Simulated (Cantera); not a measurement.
## Hydrocarbon pyrolysis for carbon deposition

An isothermal, constant-pressure homogeneous reactor starts with C2H6 : N2 = 1 : 57 (molar parts), at 1348 K and 82.5 Torr.

Detailed kinetics in Cantera: GRI-Mech 3.0 (53 species, 325 reactions). GRI-Mech 3.0 stops at C3 and has no aromatics, soot or wall deposition, so with more carbon than oxygen in the feed, carbon stays in small species such as C2H2 where larger ones or solid carbon would form.

```
t (s)      x C2H6      x H2     x CH4    x C2H4     x HCN
--------  -------  --------  --------  --------  --------
3.00e-5    0.0172   2.57e-8   1.13e-7   4.43e-8    <1e-12
0.000103   0.0172   1.21e-6   1.32e-6   1.52e-6    <1e-12
0.000355   0.0171   5.01e-5   1.47e-5   5.41e-5  6.70e-11
0.00122    0.0160  0.000913  0.000143  0.000957   1.09e-8
0.00421    0.0112   0.00505  0.000868   0.00501   4.21e-8
0.0145    0.00256    0.0141   0.00272    0.0104   7.39e-8
0.0499    8.23e-5    0.0212   0.00337   0.00730   8.42e-8
0.172     3.64e-6    0.0241   0.00339   0.00438   8.43e-8
0.591     4.74e-7    0.0260   0.00338   0.00241   8.41e-8
2.03      3.12e-7    0.0278   0.00337  0.000586   8.40e-8
7.00      2.92e-7    0.0284   0.00334   7.68e-5   8.40e-8
```
x: mole fraction; the columns are a selection and need not sum to one.

Equilibrium at this temperature and pressure: C2H6 2.41e-9, H2 0.0330, CH4 0.000214, C2H4 2.12e-5, HCN 0.0255 (gas phase only).
